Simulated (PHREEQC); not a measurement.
Consider water at 62 °C with 12 mmol/kgw Ni(NO3)2, 65 mmol/kgw NaCl and 180 mmol/kgw HCl. Closed to the air; pH follows from the charge balance.

All values are PHREEQC results (ion-association model, wateq4f.dat), not measurements.

The ionic strength comes out as 0.276 mol/kgw. What activity coefficients do Ni+2, NO3-, Cl-, Na+, H+ get?

Ni+2 0.27, NO3- 0.65, Cl- 0.67, Na+ 0.71, H+ 0.77.

Precipitation was switched off in this run. Constants without temperature data keep their 25 °C values here.
